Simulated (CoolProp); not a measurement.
A Linde-Hampson liquefier for normal hydrogen: isothermal reversible compression at 280 K from 1 atm to 30 MPa, throttling to 1 atm, return gas leaving the recuperator 10 K below the feed. Each further row changes one setting.

The numbers come from the reference Helmholtz-energy equation of state, Leachman 2009 in CoolProp.

```
case                        compression work (kJ/kg of gas)
--------------------------  -------------------------------
as stated                                              6790
high pressure 60 MPa                                   7830
warm-end temperature 310 K                             7500
warm-end gap 15 K                                      6790
```
